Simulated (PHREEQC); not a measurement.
## Nickel, zinc or cadmium bath

Make-up at 25 °C: 6.4 mmol/kgw CdCl2, 1.1 mmol/kgw KCl and 34 mmol/kgw KHSO4. Closed to the air; pH follows from the charge balance.

The numbers come from PHREEQC with the ion-association model, wateq4f.dat.

This is a speciation only: nothing precipitates in the calculation.

### Question
Estimate the pH, ionic strength.

### Answer
pH 1.77; ionic strength 0.0800 mol/kgw.

### Question
In which forms is Cl present?

### Answer
Cl- 90 %, CdCl+ 9.2 %, CdCl2 0.6 % of the Cl.
